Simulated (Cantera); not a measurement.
What does this Cantera script print?

```python
import numpy as np
import cantera as ct

gas_names = """
    F F2 N NF NF2 NF3 N2 Si SiF SiF2 SiF3 SiF4 SiN Si2 Si2N Si3
""".split()
cond_names = """
    Si(cr) Si(L) Si3N4(a)
""".split()


def load(file, names, dense=False):
    # The tables refer to 1 bar. Condensed volumes are neglected.
    table = {s.name: s for s in ct.Species.list_from_file(file)}
    out = []
    for n in names:
        d = dict(table[n].input_data)
        d["thermo"] = dict(d["thermo"], **{"reference-pressure": 1e5})
        if dense:
            d["equation-of-state"] = {"model": "constant-volume", "density": "1e6 g/cm^3"}
        out.append(ct.Species.from_dict(d))
    return out


gas = ct.Solution(thermo="ideal-gas", species=load("nasa_gas.yaml", gas_names))
cond = {s.name: ct.Solution(thermo="fixed-stoichiometry", species=[s], name=s.name)
        for s in load("nasa_condensed.yaml", cond_names, dense=True)}
atoms = {
    'Si': {'Si': 1},
    'NF3': {'N': 1, 'F': 3},
    'N2': {'N': 2},
}
top_T = {'Si3N4(a)': 2400}  # K; cautious upper limits of use, not melting points


def equilibrate(T, P, feed):
    n = {}
    for name, mol in feed.items():
        for a, k in atoms[name].items():
            n[a] = n.get(a, 0.0) + k * mol
    gas.TPX = T, P, n
    mass = sum(n.values()) * gas.mean_molecular_weight
    gas.equilibrate("TP")
    valid = [c for c in cond.values() if c.min_temp <= T <= top_T.get(c.name, c.max_temp)]
    mix = ct.Mixture([(gas, mass / gas.mean_molecular_weight)] + [(c, 0.0) for c in valid])
    mix.T, mix.P = T, P
    mix.equilibrate("TP", solver="vcs", rtol=1e-11, max_steps=5000)
    return mix


results = []
feed = {'Si': 1, 'NF3': 2.6, 'N2': 0.35}  # mol
P = 133.322  # Pa
for T in [773, 873, 973, 1073, 1173, 1273, 1373, 1473, 1573, 1673]:
    mix = equilibrate(T, P, feed)
    results.append((T, P, feed, dict(zip(mix.species_names, mix.species_moles))))

top = {s: max(r[3][s] / sum(r[3][g] for g in gas_names) for r in results) for s in gas_names}
cols = sorted((s for s in top if top[s] > 1e-05), key=lambda s: -top[s])[:5]
seen = [c for c in cond_names if any(r[3].get(c, 0) > 1e-12 for r in results)]
print("log10 of partial pressures in bar; condensed amounts in mol")
print(f"{'T/K':>10s}" + "".join(f"{s[:9]:>10s}" for s in cols + seen))
for T, P, feed, n in results:
    ng = sum(n[g] for g in gas_names)
    print(f"{T:10.4g}" + "".join(f"{np.log10(max(n[s] / ng * P / 1e5, 1e-99)):10.3f}" for s in cols)
          + "".join(f"{n.get(c, 0):10.4g}" for c in seen))
```

It prints:

```
log10 of partial pressures in bar; condensed amounts in mol
       T/K         F        F2        N2      SiF4       NF3
       773    -3.933    -3.333    -3.336    -3.550    -5.062
       873    -3.409    -3.553    -3.384    -3.602    -6.426
       973    -3.173    -4.091    -3.442    -3.659    -8.060
      1073    -3.117    -4.804    -3.462    -3.680    -9.785
      1173    -3.108    -5.472    -3.466    -3.684   -11.319
      1273    -3.106    -6.048    -3.467    -3.684   -12.629
      1373    -3.105    -6.544    -3.467    -3.685   -13.751
      1473    -3.105    -6.974    -3.467    -3.685   -14.720
      1573    -3.105    -7.351    -3.467    -3.685   -15.566
      1673    -3.105    -7.683    -3.467    -3.685   -16.310
```

Method: chemical equilibrium by Gibbs-energy minimisation in Cantera with the NASA 1993 tables (ideal gas, pure condensed phases).
